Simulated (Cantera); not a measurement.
A closed system holds: 1 mol FeS₂, 0.49 mol H₂, 0.69 mol N₂, held at 1725 K and 13300 Pa.

These are equilibrium values from Cantera (NASA tables, ideal gas, pure condensed phases), not measurements of a reactor. Candidate condensed phases: Fe, FeS, FeS₂, S; 16 gas species. FeS: taken at fixed stoichiometry. Rates play no part.

Base state: N₂ 0.423, S₂ 0.271, H₂ 0.234, H₂S 0.0625, SH 0.00885, S 0.000563, H 0.000246 (mole fractions); condensed: FeS(l).

Problem. What changes in the equilibrium state with this change: temperature from 1725 K to 1398.15 K?

Solution. 
```tsv
species	before	after
N₂	0.423	0.445
S₂	0.271	0.239
H₂S	0.0625	0.165
H₂	0.234	0.150
H	0.000246	5.03e-6
S	0.000563	1.53e-5
FeS(l), mol	1.000	0
FeS(s), mol	0	1.00
```
